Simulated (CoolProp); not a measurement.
Computed with CoolProp (reference Helmholtz-energy equation of state, Lemmon 2006). It is a short technical equation, of lower accuracy than the large ones.

Q: For nitrous oxide, give the phase and the cv (kJ/(kg K)), Joule-Thomson coefficient (K/MPa) at 351.4 K and 0.115 bar; 351.4 K and 5.32 bar; 351.4 K and 36.2 bar.

A: 
- 351.4 K and 0.115 bar: gas; cv 0.739, Joule-Thomson coefficient 7.49
- 351.4 K and 5.32 bar: gas; cv 0.744, Joule-Thomson coefficient 7.50
- 351.4 K and 36.2 bar: gas; cv 0.780, Joule-Thomson coefficient 7.52
